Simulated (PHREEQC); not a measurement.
**Hard or scaling water (model solution)**

Dissolve 0.00036 mol CaSO4, 0.0012 mol Na2SO4 and 0.0022 mol MgSO4 per kg of water at 25 °C. Closed to the air; pH follows from the charge balance.

Computed with PHREEQC (ion-association model, phreeqc.dat).

Each row changes one thing in this solution. No solid was allowed to form.

| case | pH | ionic strength (mol/kgw) | SO4-2 (mol/kgw) | Ca+2 (mol/kgw) | CaSO4 (mol/kgw) | NaSO4- (mol/kgw) | SI of Gypsum (CaSO4:2H2O) |
|---|---|---|---|---|---|---|---|
| as made | 6.96 | 0.0114 | 0.00314 | 0.000291 | 6.92e-5 | 2.43e-5 | -1.83 |
| MgSO4 replaced by MnSO4 at the same molality | 6.74 | 0.0118 | 0.00323 | 0.000290 | 7.02e-5 | 2.49e-5 | -1.82 |
| MgSO4 left out | 7.02 | 0.00483 | 0.00150 | 0.000313 | 4.65e-5 | 1.34e-5 | -2.00 |
| diluted 10-fold with water | 6.99 | 0.00133 | 0.000361 | 3.44e-5 | 1.60e-6 | 3.69e-7 | -3.46 |
| diluted 100-fold with water | 7.00 | 0.000138 | 3.74e-5 | 3.58e-6 | 2.14e-8 | 4.26e-9 | -5.34 |
| CaSO4 from 0.00036 to 0.00018 mol/kgw | 6.96 | 0.0109 | 0.00300 | 0.000146 | 3.39e-5 | 2.35e-5 | -2.14 |
| MgSO4 from 0.0022 to 0.00022 mol/kgw | 7.01 | 0.00554 | 0.00168 | 0.000310 | 4.97e-5 | 1.47e-5 | -1.97 |

Species that the database lacks are ignored.
